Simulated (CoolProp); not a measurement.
Computed with CoolProp (reference Helmholtz-energy equation of state, Lemmon 2006). It is a short technical equation, of lower accuracy than the large ones.

For acetone, give the phase and the cp (kJ/(kg K)), speed of sound (m/s), Joule-Thomson coefficient (K/MPa), isothermal compressibility (1/MPa) at 151.75 °C and 50.7 bar; 193.45 °C and 50.7 bar; 207.35 °C and 50.7 bar.


- 151.75 °C and 50.7 bar: liquid; cp 2.59, speed of sound 653, Joule-Thomson coefficient 0.0328, isothermal compressibility 0.00532
- 193.45 °C and 50.7 bar: liquid; cp 2.93, speed of sound 461, Joule-Thomson coefficient 0.513, isothermal compressibility 0.0129
- 207.35 °C and 50.7 bar: liquid; cp 3.15, speed of sound 389, Joule-Thomson coefficient 0.881, isothermal compressibility 0.0202
